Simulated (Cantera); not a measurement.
A Cantera script and what it prints.

```python
import numpy as np
import cantera as ct

gas_names = """
    B BCL BCL2 BCL3 BH BH2 BH3 BN B2 CL CL2 H HCL H2 N NH NH2 NH3 N2 N2H2 N2H4
""".split()
cond_names = """
    B(b) B(L) BN(s) NH4CL(a) NH4CL(b)
""".split()


# ... load() reads the species with a 1 bar reference pressure and builds the phases ...
atoms = {
    'BN': {'B': 1, 'N': 1},
    'HCl': {'H': 1, 'CL': 1},
}
top_T = {'BN(s)': 3200}  # K; cautious upper limits of use, not melting points


# ... equilibrate(T, P, feed) seeds the gas with the atoms and calls Mixture.equilibrate('TP', solver="vcs", rtol=1e-11, max_steps=5000) ...
results = []
feed = {'BN': 1, 'HCl': 6}  # mol
P = 13332.2  # Pa
for T in [1575, 1600, 1625, 1650, 1675, 1700, 1725, 1750, 1775, 1800, 1825, 1850, 1875, 1900]:
    mix = equilibrate(T, P, feed)
    results.append((T, P, feed, dict(zip(mix.species_names, mix.species_moles))))
    x = sorted(zip(gas.X, gas.species_names), reverse=True)
    print(f"T = {T:g} K  P = {P:g} Pa  gas = {mix.phase_moles(0):.4g} mol")
    print("   x: " + "  ".join(f"{s} {v:.3e}" for v, s in x if v > 1e-06))
    print("   condensed (mol): " + ("  ".join(f"{mix.phase(i).name} {mix.phase_moles(i):.4g}"
          for i in range(1, mix.n_phases) if mix.phase_moles(i) > 1e-12) or "none"))
```

It prints:

```
T = 1575 K  P = 13332.2 Pa  gas = 6.002 mol
   x: HCL 8.287e-01  H2 8.548e-02  BCL3 5.677e-02  N2 2.850e-02  CL 2.563e-04  BCL2 2.047e-04  H 3.328e-05  BCL 1.349e-05
   condensed (mol): BN(s) 0.658
T = 1600 K  P = 13332.2 Pa  gas = 6.002 mol
   x: HCL 8.211e-01  H2 8.924e-02  BCL3 5.920e-02  N2 2.975e-02  CL 3.237e-04  BCL2 2.874e-04  H 4.448e-05  BCL 2.267e-05  CL2 1.157e-06
   condensed (mol): BN(s) 0.6428
T = 1625 K  P = 13332.2 Pa  gas = 6.003 mol
   x: HCL 8.135e-01  H2 9.300e-02  BCL3 6.161e-02  N2 3.102e-02  CL 4.058e-04  BCL2 3.992e-04  H 5.893e-05  BCL 3.747e-05  CL2 1.358e-06
   condensed (mol): BN(s) 0.6276
T = 1650 K  P = 13332.2 Pa  gas = 6.004 mol
   x: HCL 8.058e-01  H2 9.677e-02  BCL3 6.398e-02  N2 3.230e-02  BCL2 5.485e-04  CL 5.053e-04  H 7.740e-05  BCL 6.096e-05  CL2 1.586e-06
   condensed (mol): BN(s) 0.6122
T = 1675 K  P = 13332.2 Pa  gas = 6.005 mol
   x: HCL 7.980e-01  H2 1.005e-01  BCL3 6.632e-02  N2 3.358e-02  BCL2 7.460e-04  CL 6.248e-04  H 1.008e-04  BCL 9.770e-05  CL2 1.842e-06
   condensed (mol): BN(s) 0.5967
T = 1700 K  P = 13332.2 Pa  gas = 6.007 mol
   x: HCL 7.902e-01  H2 1.043e-01  BCL3 6.859e-02  N2 3.488e-02  BCL2 1.005e-03  CL 7.677e-04  BCL 1.543e-04  H 1.303e-04  CL2 2.129e-06
   condensed (mol): BN(s) 0.581
T = 1725 K  P = 13332.2 Pa  gas = 6.009 mol
   x: HCL 7.823e-01  H2 1.080e-01  BCL3 7.080e-02  N2 3.619e-02  BCL2 1.340e-03  CL 9.374e-04  BCL 2.404e-04  H 1.672e-04  CL2 2.449e-06
   condensed (mol): BN(s) 0.5651
T = 1750 K  P = 13332.2 Pa  gas = 6.012 mol
   x: HCL 7.743e-01  H2 1.118e-01  BCL3 7.291e-02  N2 3.753e-02  BCL2 1.771e-03  CL 1.138e-03  BCL 3.695e-04  H 2.130e-04  CL2 2.804e-06
   condensed (mol): BN(s) 0.5488
T = 1775 K  P = 13332.2 Pa  gas = 6.015 mol
   x: HCL 7.662e-01  H2 1.155e-01  BCL3 7.490e-02  N2 3.889e-02  BCL2 2.318e-03  CL 1.373e-03  BCL 5.604e-04  H 2.694e-04  CL2 3.196e-06
   condensed (mol): BN(s) 0.5321
T = 1800 K  P = 13332.2 Pa  gas = 6.02 mol
   x: HCL 7.579e-01  H2 1.192e-01  BCL3 7.675e-02  N2 4.030e-02  BCL2 3.008e-03  CL 1.648e-03  BCL 8.394e-04  H 3.386e-04  CL2 3.626e-06
   condensed (mol): BN(s) 0.5148
T = 1825 K  P = 13332.2 Pa  gas = 6.026 mol
   x: HCL 7.494e-01  H2 1.229e-01  BCL3 7.842e-02  N2 4.176e-02  BCL2 3.868e-03  CL 1.966e-03  BCL 1.242e-03  H 4.228e-04  CL2 4.095e-06
   condensed (mol): BN(s) 0.4966
T = 1850 K  P = 13332.2 Pa  gas = 6.034 mol
   x: HCL 7.407e-01  H2 1.265e-01  BCL3 7.986e-02  N2 4.330e-02  BCL2 4.930e-03  CL 2.335e-03  BCL 1.814e-03  H 5.248e-04  CL2 4.605e-06
   condensed (mol): BN(s) 0.4774
T = 1875 K  P = 13332.2 Pa  gas = 6.045 mol
   x: HCL 7.316e-01  H2 1.301e-01  BCL3 8.103e-02  N2 4.494e-02  BCL2 6.226e-03  CL 2.757e-03  BCL 2.620e-03  H 6.476e-04  CL2 5.155e-06  BH2 1.465e-06
   condensed (mol): BN(s) 0.4567
T = 1900 K  P = 13332.2 Pa  gas = 6.058 mol
   x: HCL 7.222e-01  H2 1.337e-01  BCL3 8.187e-02  N2 4.670e-02  BCL2 7.791e-03  BCL 3.738e-03  CL 3.239e-03  H 7.946e-04  CL2 5.743e-06  BH2 2.140e-06
   condensed (mol): BN(s) 0.4341
```

Equilibrium computed with Cantera from the NASA thermochemical tables; the gas is ideal and each condensed phase is pure. The tables' values for BCl2, BCl are old estimates; treat these amounts as uncertain. Gases not in the tables: BHCl2.
